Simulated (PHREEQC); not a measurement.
Consider water at 45 °C with 0.0012 mol/kgw HF, 0.22 mol/kgw (CH3)4NF, 4.8e-05 mol/kgw H4SiO4 and 0.027 mol/kgw H2SO4. Closed to the air; pH follows from the charge balance.

The numbers come from PHREEQC with the ion-association model, wateq4f.dat.

This is a speciation only: nothing precipitates in the calculation.

Question: What pH does the model give?

Answer: pH 3.81.

Question: In which forms is F present?

Answer: F- 66 %, HF2- 19 %, HF 14 %, H2F2 1.2 % of the F.

(CH3)4N+ isn't in the database: it is added as a free cation with an ion size of 4 Å. Away from 25 °C the constants follow the database's enthalpies or fits; those with neither stay at their 25 °C values. SiF6-2 is the database's only silicon fluoride.
